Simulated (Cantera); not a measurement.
A freely propagating, adiabatic, planar premixed flame of 11.5 % CH₄, 21.0 % O₂, 65.1 % N₂, 2.42 % H₂O, equivalence ratio 1.1, unburnt at 300 K and 1.01 bar; mixture-averaged transport, grid criteria slope 0.08 and curve 0.16, no radiation.

Computed with Cantera and GRI-Mech 3.0 (53 species, 325 reactions). Burning velocities carry a grid error of a few per cent, more on coarse grids.

x: mole fraction of selected species; z is measured from the peak of heat release.

```
z (mm)        T (K)  u (m/s)       x CH₄        x O₂       x H₂O        x NO         x H       x CH₃
-------  ----------  -------  ----------  ----------  ----------  ----------  ----------  ----------
-1.08           300    0.507       0.115       0.210      0.0242       <1e-8       <1e-8       <1e-8
-0.719          301    0.509       0.115       0.209      0.0243       <1e-8       <1e-8     1.34e-8
-0.540          306    0.518       0.114       0.209      0.0247       <1e-8       <1e-8     8.38e-8
-0.360          367    0.628       0.110       0.204      0.0315     1.31e-7       <1e-8     1.38e-6
-0.180          900     1.57      0.0764       0.162      0.0868     3.49e-6     8.52e-5    0.000282
-0.0899        1390     2.46      0.0413       0.112       0.138     8.45e-6    0.000777     0.00221
0        (withheld)     3.23  (withheld)  (withheld)  (withheld)  (withheld)  (withheld)  (withheld)
0.0899         1982     3.53  (withheld)  (withheld)       0.206  (withheld)  (withheld)  (withheld)
0.180          2028     3.60     2.67e-5      0.0166       0.210     3.40e-5     0.00924     1.91e-5
0.360          2075     3.66     3.75e-8      0.0118       0.211     4.01e-5     0.00908     3.09e-8
0.719          2132     3.74       <1e-8     0.00933       0.214     4.64e-5     0.00737       <1e-8
1.44           2198     3.84       <1e-8     0.00694       0.220     5.65e-5     0.00521       <1e-8
2.88           2259     3.94       <1e-8     0.00464       0.225     7.26e-5     0.00343       <1e-8
```

Question: Some entries are withheld; supply them.

Answer: 
- 0, T (K): 1812
- 0, x CH₄: 0.00966
- 0, x O₂: 0.0574
- 0, x H₂O: 0.185
- 0, x NO: 1.65e-5
- 0, x H: 0.00377
- 0, x CH₃: 0.00285
- 0.0899, x CH₄: 0.000708
- 0.0899, x O₂: 0.0269
- 0.0899, x NO: 2.70e-5
- 0.0899, x H: 0.00762
- 0.0899, x CH₃: 0.000417
